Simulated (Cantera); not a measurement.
What does this Cantera script print?

```python
import numpy as np
import cantera as ct

gas_names = """
    C CO CO2 C2 C2O C3 C3O2 C4 C5 Cu CuO Cu2 O O2 O3
""".split()
cond_names = """
    C(gr) Cu(cr) Cu(L) CuO(s) Cu2O(s) Cu2O(L)
""".split()


def load(file, names, dense=False):
    # The tables refer to 1 bar. Condensed volumes are neglected.
    table = {s.name: s for s in ct.Species.list_from_file(file)}
    out = []
    for n in names:
        d = dict(table[n].input_data)
        d["thermo"] = dict(d["thermo"], **{"reference-pressure": 1e5})
        if dense:
            d["equation-of-state"] = {"model": "constant-volume", "density": "1e6 g/cm^3"}
        out.append(ct.Species.from_dict(d))
    return out


gas = ct.Solution(thermo="ideal-gas", species=load("nasa_gas.yaml", gas_names))
cond = {s.name: ct.Solution(thermo="fixed-stoichiometry", species=[s], name=s.name)
        for s in load("nasa_condensed.yaml", cond_names, dense=True)}
atoms = {
    'CuO': {'Cu': 1, 'O': 1},
    'C': {'C': 1},
    'CO': {'C': 1, 'O': 1},
}
top_T = {'C(gr)': 4500, 'CuO(s)': 1390}  # K; cautious upper limits of use, not melting points


def equilibrate(T, P, feed):
    n = {}
    for name, mol in feed.items():
        for a, k in atoms[name].items():
            n[a] = n.get(a, 0.0) + k * mol
    gas.TPX = T, P, n
    mass = sum(n.values()) * gas.mean_molecular_weight
    gas.equilibrate("TP")
    valid = [c for c in cond.values() if c.min_temp <= T <= top_T.get(c.name, c.max_temp)]
    mix = ct.Mixture([(gas, mass / gas.mean_molecular_weight)] + [(c, 0.0) for c in valid])
    mix.T, mix.P = T, P
    mix.equilibrate("TP", solver="vcs", rtol=1e-11, max_steps=5000)
    return mix


results = []
T = 1125  # K
P = 110000  # Pa
for m in [0.26, 0.34, 0.46, 0.61, 0.81, 1.1, 1.4, 1.9, 2.5]:
    feed = {'CuO': 1, 'C': 0.89, 'CO': m}  # mol
    mix = equilibrate(T, P, feed)
    results.append((T, P, feed, dict(zip(mix.species_names, mix.species_moles))))

top = {s: max(r[3][s] / sum(r[3][g] for g in gas_names) for r in results) for s in gas_names}
cols = sorted((s for s in top if top[s] > 0.0001), key=lambda s: -top[s])[:5]
seen = [c for c in cond_names if any(r[3].get(c, 0) > 1e-12 for r in results)]
print("log10 of partial pressures in bar; condensed amounts in mol")
print(f"{'n(CO)':>10s}" + "".join(f"{s[:9]:>10s}" for s in cols + seen))
for T, P, feed, n in results:
    ng = sum(n[g] for g in gas_names)
    print(f"{feed['CO']:10.4g}" + "".join(f"{np.log10(max(n[s] / ng * P / 1e5, 1e-99)):10.3f}" for s in cols)
          + "".join(f"{n.get(c, 0):10.4g}" for c in seen))
```

Result:

```
log10 of partial pressures in bar; condensed amounts in mol
     n(CO)        CO       CO2     C(gr)    Cu(cr)
      0.26    -0.002    -0.978         0         1
      0.34     0.001    -1.007         0         1
      0.46     0.004    -1.048         0         1
      0.61     0.008    -1.093         0         1
      0.81     0.012    -1.148         0         1
       1.1     0.016    -1.201  0.003561         1
       1.4     0.016    -1.201   0.01978         1
       1.9     0.016    -1.201   0.04682         1
       2.5     0.016    -1.201   0.07927         1
```

These are equilibrium values from Cantera (NASA tables, ideal gas, pure condensed phases), not measurements of a reactor.
